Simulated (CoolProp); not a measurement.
Octamethyltrisiloxane (MDM) at several states: Z from the reference equation and from simpler models built on Tc = 565.4 K, pc = 14.38 bar, ω = 0.528; each cubic takes its own stable root.

Values from CoolProp's reference Helmholtz-energy equation of state, Thol 2017.

```csv
T (K),p (bar),phase,reference
511.6,3.51,gas,0.8641
470.5,0.598,gas,0.9714
209.9,0.114,liquid,0.001713
277.7,0.235,liquid,0.002881
413.9,16.3,liquid,0.1610
529.4,0.764,gas,0.9768
```

### Question
How far does each simpler model (Redlich-Kwong, Soave-Redlich-Kwong) lie from the reference over these 6 states: mean and median of the absolute difference, and the worst?

### Answer
- Redlich-Kwong: mean 9.5 %, median 9.5 %, worst +19.6 % at 209.9 K and 0.114 bar
- Soave-Redlich-Kwong: mean 6.3 %, median 4.6 %, worst +16.2 % at 209.9 K and 0.114 bar
